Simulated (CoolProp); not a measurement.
Properties of nitrous oxide along the isotherm 320.6 K (Tc = 309.5 K, pc = 7.245 MPa, ω = 0.161).

Values from CoolProp's reference Helmholtz-energy equation of state, Lemmon 2006. It is a short technical equation, of lower accuracy than the large ones.

| p (MPa) | phase | density (kg/m³) | cv (kJ/(kg K)) | speed of sound (m/s) | Joule-Thomson coefficient (K/MPa) |
|---|---|---|---|---|---|
| 1.81 | gas | 32.53 | 0.7394 | [?] | [?] |
| 3.62 | gas | 72.25 | 0.7788 | 249.5 | 9.504 |
| 5.43 | gas | 124.8 | 0.8357 | 233.3 | 9.486 |
| 7.24 | gas | 208.2 | 0.9302 | 214.1 | [?] |
| 9.06 | supercritical | 457.9 | 1.060 | 210.1 | 5.169 |
| 10.9 | supercritical | 641.4 | 0.9574 | 304.2 | 2.201 |
| 12.7 | supercritical | 699.7 | 0.9309 | 365.4 | [?] |
| 14.5 | supercritical | 735.7 | 0.9198 | 409.6 | 1.051 |
| 16.3 | supercritical | 762.3 | 0.9140 | 445.2 | 0.8179 |
| 18.1 | supercritical | 783.8 | 0.9108 | 475.3 | 0.6554 |

Question: What belongs in the gaps?

Answer: 
- 1.81, speed of sound (m/s): 263.9
- 1.81, Joule-Thomson coefficient (K/MPa): 9.381
- 7.24, Joule-Thomson coefficient (K/MPa): 8.967
- 12.7, Joule-Thomson coefficient (K/MPa): 1.429
